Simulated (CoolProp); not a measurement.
Vapour-liquid equilibrium of CH2F2 (R32) (1) + R125 (2) at 1.15 bar; x and y are mole fractions of (1).

The numbers come from the multi-fluid Helmholtz-energy mixture model, Tillner-Roth 1997 and Lemmon 2005; pair parameters Lemmon 2004 in CoolProp.

```
x      bubble temperature (K)  y at the bubble point  dew temperature at overall composition x (K)  liquid density (mol/L)
-----  ----------------------  ---------------------  --------------------------------------------  ----------------------
0.05                    227.3                  0.064                                         227.4                   12.84
0.125                   226.9                  0.157                                         227.0                   13.33
0.2                     226.4                  0.245                                         226.6                   13.84
0.275                   226.0                  0.328                                         226.2                   14.40
0.35                    225.6                  0.406                                         225.8                   14.99
0.425                   225.2                  0.480                                         225.5                   15.63
0.5                     224.9                  0.551                                         225.1                   16.33
0.575                   224.6                  0.618                                         224.8                   17.09
0.65                    224.4                  0.683                                         224.5                   17.92
0.725                   224.2                  0.747                                         224.2                   18.83
0.8                     224.0                  0.812                                         224.1                   19.84
0.875                   224.0                  0.878                                         224.0                   20.97
0.95                    224.0                  0.948                                         224.0                   22.24
```

y crosses x between x = 0.875 and 0.95: the model has an azeotrope there.

Pair parameters are fitted to limited data, so mixtures are less certain than the pure fluids.
